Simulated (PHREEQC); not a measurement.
A made-up water analysis in mg/L, 20 °C, pH 3.92, pe 9.1:

```tsv
constituent	mg/L
Na	318
K	128
Ca	230
Mg	48.7
Cl	253
S(6) as SO4	1170
B	1.28
```

Cl is adjusted to close the charge balance.
Valence states are taken as typed.

Model: ion-association model, phreeqc.dat, run in PHREEQC.

### Question
The ionic strength comes out as 0.0429 mol/kgw. What activity coefficients do Cl-, KSO4-, H+, Ca+2, SO4-2 get?

### Answer
Cl- 0.83, KSO4- 0.84, H+ 0.86, Ca+2 0.49, SO4-2 0.48.

Precipitation was switched off in this run.
